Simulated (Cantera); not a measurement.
Input: 1 mol SiCl4, 0.64 mol Cl2, 0.21 mol H2, held at 10000 Pa.

Equilibrium computed with Cantera from the NASA thermochemical tables; the gas is ideal and each condensed phase is pure. Candidate condensed phases: Si; 19 gas species. Rates play no part. All values below are at 1200 K.

Base state: SiCl4 0.539, Cl2 0.228, HCl 0.226, Cl 0.00714 (mole fractions); condensed: gas only.

Problem. What changes in the equilibrium state with this change: pressure from 10000 Pa to 100000 Pa?

Solution. 
```json
[
 {"species": "SiCl4", "before": "0.539", "after": "0.540"},
 {"species": "Cl2", "before": "0.228", "after": "0.231"},
 {"species": "HCl", "before": "0.226", "after": "0.227"},
 {"species": "Cl", "before": "0.00714", "after": "0.00227"}
]
```
